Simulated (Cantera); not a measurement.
A Cantera script and its output.

```python
import numpy as np
import cantera as ct

gas = ct.Solution("gri30.yaml")
gas.TPX = 1425, 32000, {'CH4': 1, 'CO2': 2.6}
reactor = ct.IdealGasConstPressureReactor(gas, energy="off", clone=False)
net = ct.ReactorNet([reactor])
net.rtol, net.atol = 1e-08, 1e-18
show = ['CH4', 'CO2', 'H2', 'HO2', 'CH2', 'H2O']
times = np.geomspace(8e-05, 60, 13)

steps = ct.SolutionArray(gas, extra=["t"])
rows = []
print(f"{'t/s':>10s}{'T/K':>9s}{'P/Pa':>11s}" + "".join(f"{s:>11s}" for s in show))
for t in times:
    while net.time < t:
        t_next = net.step()
        steps.append(gas.state, t=t_next)
    rows.append([np.interp(t, steps.t, y) for y in (steps.T, steps.P, *steps(*show).X.T)])
    print(f"{t:10.3e}{rows[-1][0]:9.1f}{rows[-1][1]:11.4g}" + "".join(f"{x:11.3e}" for x in rows[-1][2:]))
rate = np.gradient(steps.T, steps.t)
print("integrator steps:", len(steps.t))
if steps.T.max() > steps.T[0] + 200:
    print(f"time of steepest temperature rise: {steps.t[rate.argmax()]:.4e} s")
gas.TPX = 1425, 32000, {'CH4': 1, 'CO2': 2.6}
gas.equilibrate("TP")
print(f"equilibrium (TP): T = {gas.T:.1f} K  " + "  ".join(f"{s} {gas[s].X[0]:.3e}" for s in show))
```

Result:

```
       t/s      T/K       P/Pa        CH4        CO2         H2        HO2        CH2        H2O
 8.000e-05   1425.0    3.2e+04  2.778e-01  7.222e-01  8.401e-07  3.976e-18  2.878e-13  2.029e-08
 2.470e-04   1425.0    3.2e+04  2.778e-01  7.222e-01  2.613e-06  8.649e-18  2.616e-12  6.330e-08
 7.625e-04   1425.0    3.2e+04  2.778e-01  7.222e-01  8.184e-06  1.056e-17  2.265e-11  1.986e-07
 2.354e-03   1425.0    3.2e+04  2.777e-01  7.222e-01  2.731e-05  9.060e-18  1.217e-10  6.675e-07
 7.268e-03   1425.0    3.2e+04  2.776e-01  7.222e-01  9.971e-05  9.765e-18  2.596e-10  2.512e-06
 2.244e-02   1425.0    3.2e+04  2.771e-01  7.221e-01  4.016e-04  1.411e-17  5.491e-10  1.133e-05
 6.928e-02   1425.0    3.2e+04  2.751e-01  7.215e-01  1.987e-03  3.484e-17  1.111e-09  8.124e-05
 2.139e-01   1425.0    3.2e+04  2.671e-01  7.171e-01  9.457e-03  1.244e-16  1.298e-09  8.384e-04
 6.604e-01   1425.0    3.2e+04  2.450e-01  6.978e-01  2.907e-02  4.050e-16  1.065e-09  7.223e-03
 2.039e+00   1425.0    3.2e+04  1.967e-01  6.343e-01  5.187e-02  9.875e-16  1.127e-09  4.193e-02
 6.295e+00   1425.0    3.2e+04  1.097e-01  4.800e-01  5.688e-02  1.534e-15  2.347e-09  1.402e-01
 1.943e+01   1425.0    3.2e+04  3.414e-02  3.230e-01  8.486e-02  1.447e-15  3.030e-09  2.064e-01
 6.000e+01   1425.0    3.2e+04  1.995e-02  2.343e-01  1.357e-01  6.498e-16  1.089e-09  1.839e-01
integrator steps: 1544
equilibrium (TP): T = 1425.0 K  CH4 4.035e-08  CO2 1.441e-01  H2 2.155e-01  HO2 2.153e-16  CH2 4.145e-16  H2O 1.416e-01
```

Cantera simulation using GRI-Mech 3.0 (53 species, 325 reactions); the numbers are that mechanism's predictions, not measurements.
